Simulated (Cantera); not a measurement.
Low-pressure radical oxidation in H2/O2

An isothermal, constant-pressure homogeneous reactor starts with H₂ : O₂ = 0.0059 : 1 (molar parts), equivalence ratio 0.0029, at 1025 K and 0.0390 bar.

Model: GRI-Mech 3.0 (53 species, 325 reactions), integrated in Cantera. Radical loss at walls, strong at low pressure, is not modelled.

| t (s) | x H₂ | x O₂ | x HO₂ | x O | x H |
|---|---|---|---|---|---|
| 5.00e-5 | 0.00587 | 0.994 | 1.63e-11 | 7.25e-12 | 9.15e-12 |
| 0.000139 | 0.00587 | 0.994 | 4.60e-11 | 3.56e-11 | 1.49e-11 |
| 0.000387 | 0.00587 | 0.994 | 1.30e-10 | 1.66e-10 | 2.97e-11 |
| 0.00108 | 0.00587 | 0.994 | 3.91e-10 | 1.19e-9 | 1.28e-10 |
| 0.00300 | 0.00587 | 0.994 | 3.03e-9 | 5.16e-8 | 4.85e-9 |
| 0.00834 | 0.00476 | 0.993 | 5.58e-6 | 0.000704 | 9.42e-5 |
| 0.0232 | 2.26e-5 | 0.992 | 2.40e-6 | 0.00153 | 4.83e-5 |
| 0.0646 | 2.91e-6 | 0.994 | 1.11e-6 | 0.000411 | 5.94e-6 |
| 0.180 | 5.01e-7 | 0.994 | 4.19e-7 | 7.69e-5 | 4.80e-7 |
| 0.500 | 7.29e-8 | 0.994 | 1.23e-7 | 1.25e-5 | 3.19e-8 |
| 1.39 | 1.08e-8 | 0.994 | 3.05e-8 | 2.17e-6 | 2.34e-9 |
| 3.87 | 1.92e-9 | 0.994 | 7.64e-9 | 4.55e-7 | 2.26e-10 |
| 10.8 | 4.29e-10 | 0.994 | 2.13e-9 | 1.15e-7 | 2.87e-11 |
| 30.0 | 1.16e-10 | 0.994 | 7.27e-10 | 3.34e-8 | 4.49e-12 |
x: mole fraction; the columns are a selection and need not sum to one.

Equilibrium at this temperature and pressure: H₂ 5.44e-12, O₂ 0.994, HO₂ 4.76e-10, O 1.68e-9, H <1e-12 (gas phase only).
